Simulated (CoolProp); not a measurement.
Tetradecamethylhexasiloxane (MD4M) at 293.15 K and 4.56 MPa is throttled through a valve to 1.95 MPa with no heat exchange. Each further row changes one setting.

Computed with CoolProp (reference Helmholtz-energy equation of state, Thol 2019).

```
case                       temperature change (K)  final density (kg/m³)
-------------------------  ----------------------  ---------------------
as stated                                     [?]                    893
outlet pressure 0.585 MPa                    +1.8                    [?]
outlet pressure 2.54 MPa                     +0.9                    [?]
```

Task: Complete the blanks.

Result: 
- as stated, temperature change (K): +1.2
- outlet pressure 0.585 MPa, final density (kg/m³): 890
- outlet pressure 2.54 MPa, final density (kg/m³): 894
